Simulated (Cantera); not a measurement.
Source: NASA polynomial tables (part measured, part estimated), evaluated in Cantera. Values are per mole of reaction as written; species without (g) are pure solids or liquids, kept so even where they would boil at 1 bar.

AlN + NO2(g) = Al + 2 NO(g)

```tsv
T (K)	ΔH° (kJ)	ΔS° (J/K)	ΔG° (kJ)	log10 K	condensed phases
300	466.4	189.6	409.5	-71.30	AlN(s), Al(s)
975	478.9	206.1	277.9	-14.89	AlN(s), Al(l)
1000	478.9	206.1	272.8	-14.25	AlN(s), Al(l)
1025	478.8	206.0	267.6	-13.64	AlN(s), Al(l)
1050	478.8	206.0	262.5	-13.06	AlN(s), Al(l)
1075	?	?	?	?	AlN(s), Al(l)
1100	?	?	?	?	AlN(s), Al(l)
1125	478.6	205.8	247.1	-11.47	AlN(s), Al(l)
```

Task: Fill in the missing entries.

Result: 
- 1075, ΔH° (kJ): 478.7
- 1075, ΔS° (J/K): 205.9
- 1075, ΔG° (kJ): 257.3
- 1075, log10 K: -12.50
- 1100, ΔH° (kJ): 478.7
- 1100, ΔS° (J/K): 205.9
- 1100, ΔG° (kJ): 252.2
- 1100, log10 K: -11.98
